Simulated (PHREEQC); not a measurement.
Consider water at 25 °C with 43 mmol/kgw NaHSO4 and 57 mmol/kgw Na2CO3. Closed to the air; pH follows from the charge balance.

All values are PHREEQC results (ion-association model, wateq4f.dat), not measurements.

- pH: 9.22
- ionic strength: 0.184 mol/kgw
- total alkalinity: 71.0 meq/kg

```tsv
species	molality	activity	log γ
Na+	0.141	0.106	-0.126
HCO3-	0.0412	0.0309	-0.124
SO4-2	0.0355	0.0107	-0.521
CO3-2	0.00764	0.00243	-0.497
NaSO4-	0.00753	0.00566	-0.124
NaCO3-	0.00637	0.00479	-0.124
NaHCO3	0.00176	0.00184	0.018
CO2	3.99e-5	4.17e-5	0.018
OH-	2.34e-5	1.67e-5	-0.147
```

Precipitation was switched off in this run.
